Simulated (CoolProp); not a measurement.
Vapour pressure (kPa) of R1123: the reference equation beside estimates from Tc = 331.7 K, pc = 4549 kPa, ω = 0.243. Clausius-Clapeyron is anchored at 260 K with a constant enthalpy of vaporisation of 15.23 kJ/mol.

Values from CoolProp's reference Helmholtz-energy equation of state, Akasaka 2020.

```csv
T (K),reference,Lee-Kesler,Clausius-Clapeyron,van der Waals,Redlich-Kwong,Soave-Redlich-Kwong,Peng-Robinson
221.9,165.2,164.4,215.7,720.3,267.8,164.5,164.9
234.6,287.0,287.2,337.2,960.5,433.4,287.0,285.8
247.3,467.7,469.7,503.6,1248,662.1,469.9,465.6
260,723.1,727.3,723.1,1585,965.2,729.7,721.0
272.8,1074,1080,1006,1978,1357,1088,1073
285.5,1533,1540,1357,2424,1840,1557,1537
298.2,2125,2132,1783,2928,2429,2160,2136
310.9,2874,2881,2292,3491,3130,2917,2893
```

Absolute difference from the reference over all 8 rows, mean and median: Lee-Kesler 0.4 and 0.4 %, Clausius-Clapeyron 13.7 and 13.8 %, van der Waals 132.3 and 101.7 %, Redlich-Kwong 32.2 and 29.9 %, Soave-Redlich-Kwong 1.0 and 1.1 %, Peng-Robinson 0.4 and 0.4 %.
